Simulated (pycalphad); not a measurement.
Source of the numbers: pycalphad with the COST 507 light-alloy database (1999); pressure 1 atm. The data set is of 1999 and partly superseded. Amounts are mole fractions of atoms.

Question: Give the equilibrium state of Si-4.58Y (at.%) at 1217 °C.

Answer: DIAMOND_A4, fraction 0.619, with no Y at.%; LIQUID, fraction 0.381, with 12.0 Y at.%.

Question: Give the equilibrium state of Si-4.58Y (at.%) at 977 °C.

Answer: DIAMOND_A4, fraction 0.863, with no Y at.%; SI2Y_R, fraction 0.137, with 33.3 Y at.%.

Database names, with the compositions (at.%) that they take in these runs: SI2Y_R: Si 67 Y 33. DIAMOND_A4 is diamond (Si). An entry "none" or "no" means that the model of the phase leaves that element out.
